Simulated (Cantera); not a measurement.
What does this Cantera script print?

```python
import numpy as np
import cantera as ct

gas = ct.Solution("h2o2.yaml")
gas.TPX = 575, 460000, {'H2': 1, 'O2': 0.538, 'N2': 2.2}
flame = ct.FreeFlame(gas, width=0.014)
flame.set_refine_criteria(ratio=3, slope=0.08, curve=0.16)
flame.transport_model = "mixture-averaged"
flame.solve(loglevel=0, auto=True)
z, T = flame.grid, flame.T
thick = (T[-1] - T[0]) / np.gradient(T, z).max()
show = ['H2', 'O2', 'H', 'OH', 'H2O2', 'HO2']
print(f"laminar burning velocity  {flame.velocity[0] * 100:.3f} cm/s")
print(f"burnt temperature         {T[-1]:.1f} K")
print(f"thermal thickness         {thick * 1e3:.4f} mm")
print(f"grid points               {len(z)}")
z0 = z[flame.heat_release_rate.argmax()]
print(f"{'z/mm':>9s}{'T/K':>9s}{'u/(m/s)':>9s}" + "".join(f"{s:>11s}" for s in show))
rows = []
for k in (-3, -2, -1.5, -1, -0.5, -0.25, 0, 0.25, 0.5, 1, 2, 4, 8):
    zz = z0 + k * thick
    rows.append([k * thick, np.interp(zz, z, T), np.interp(zz, z, flame.velocity),
                 *(np.interp(zz, z, flame.X[gas.species_index(s)]) for s in show)])
    print(f"{rows[-1][0] * 1e3:9.3f}{rows[-1][1]:9.1f}{rows[-1][2]:9.3f}" + "".join(f"{x:11.3e}" for x in rows[-1][3:]))
```

Result:

```
laminar burning velocity  531.742 cm/s
burnt temperature         2453.9 K
thermal thickness         0.0658 mm
grid points               112
     z/mm      T/K  u/(m/s)         H2         O2          H         OH       H2O2        HO2
   -0.197    575.0    5.317  2.675e-01  1.439e-01  7.161e-15  1.140e-14  9.184e-13  3.458e-11
   -0.132    575.0    5.317  2.675e-01  1.439e-01  7.616e-13  1.191e-12  6.068e-11  2.158e-09
   -0.099    575.0    5.316  2.673e-01  1.440e-01  1.067e-11  1.654e-11  7.842e-10  2.697e-08
   -0.066    575.6    5.312  2.659e-01  1.443e-01  1.042e-09  1.036e-09  4.996e-08  1.619e-06
   -0.033    617.3    5.583  2.484e-01  1.464e-01  3.465e-05  3.294e-05  1.758e-05  4.224e-04
   -0.016    895.3    7.812  2.024e-01  1.394e-01  2.358e-03  9.871e-04  7.482e-05  7.097e-04
    0.000   1349.6   11.442  1.259e-01  1.039e-01  1.422e-02  3.473e-03  2.336e-05  3.329e-04
    0.016   1674.2   14.042  6.448e-02  5.944e-02  2.430e-02  8.839e-03  5.131e-06  1.571e-04
    0.033   1850.3   15.433  4.021e-02  3.818e-02  2.416e-02  1.300e-02  3.065e-06  8.515e-05
    0.066   2027.3   16.772  2.957e-02  2.760e-02  1.734e-02  1.552e-02  1.810e-06  4.607e-05
    0.132   2181.0   17.878  2.355e-02  2.298e-02  9.995e-03  1.507e-02  1.182e-06  2.610e-05
    0.263   2303.0   18.725  1.699e-02  1.940e-02  4.987e-03  1.307e-02  8.420e-07  1.410e-05
    0.526   2384.5   19.273  1.125e-02  1.687e-02  2.327e-03  1.064e-02  6.407e-07  8.022e-06
```

Detailed kinetics in Cantera: the H2/O2 subset of GRI-Mech 3.0, which has no nitrogen chemistry. The hydrogen kinetics of GRI-Mech 3.0 are dated; newer H2 mechanisms differ, most at raised pressure. Burning velocities carry a grid error of a few per cent, more on coarse grids.
